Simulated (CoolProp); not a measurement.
100 sccm (0 °C, 1 atm) of nitrogen bubbles through liquid tetrahydrofuran at 303.2 K and leaves saturated at a total pressure of 0.15 MPa (ideal gas phase). Each further row changes one setting.

Model: reference Helmholtz-energy equation of state, Fiedler 2023, in CoolProp.

```
case                      vapour pressure (kPa)  mole fraction of vapour  delivery (mg/min)  delivery (sccm)  change of delivery for a bath 1 K warmer (%)
------------------------  ---------------------  -----------------------  -----------------  ---------------  --------------------------------------------
as stated                                  26.9                    0.179               70.2             21.8                                           5.3
bath temperature 308.2 K                   33.1                      ___               91.0             28.3                                           ___
total pressure 0.3 MPa                     26.9                      ___               31.7              ___                                           4.7
```

Problem. Fill in the missing entries.

Solution. 
- bath temperature 308.2 K, mole fraction of vapour: 0.220
- bath temperature 308.2 K, change of delivery for a bath 1 K warmer (%): 5.4
- total pressure 0.3 MPa, mole fraction of vapour: 0.0896
- total pressure 0.3 MPa, delivery (sccm): 9.84
